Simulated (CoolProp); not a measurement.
The fluid at 483.31 K and 2.09 MPa expands adiabatically to 0.839 MPa with isentropic efficiency 0.9. The same conditions are run with several fluids, on thermodynamics alone (safety and materials aside).

Model: reference Helmholtz-energy equation of state of each fluid (carbon dioxide: Span 1996; R507A: Lemmon 2003; R115: Lemmon 2016; dry air: Lemmon 2000; carbonyl sulfide: Lemmon 2006), in CoolProp. Blends and air are pseudo-pure fits.

```csv
fluid,work (kJ/kg),final temperature (K),final density (kg/m³)
carbon dioxide,…,410.9,…
R507A,…,451.2,…
R115,19.6,456.7,35.4
dry air,101,…,…
carbonyl sulfide,48.4,…,15.1
```

Question: Complete the blanks.

Answer: 
- carbon dioxide, work (kJ/kg): 67.5
- carbon dioxide, final density (kg/m³): 11.0
- R507A, work (kJ/kg): 30.8
- R507A, final density (kg/m³): 22.8
- dry air, final temperature (K): 384.2
- dry air, final density (kg/m³): 7.60
- carbonyl sulfide, final temperature (K): 415.1
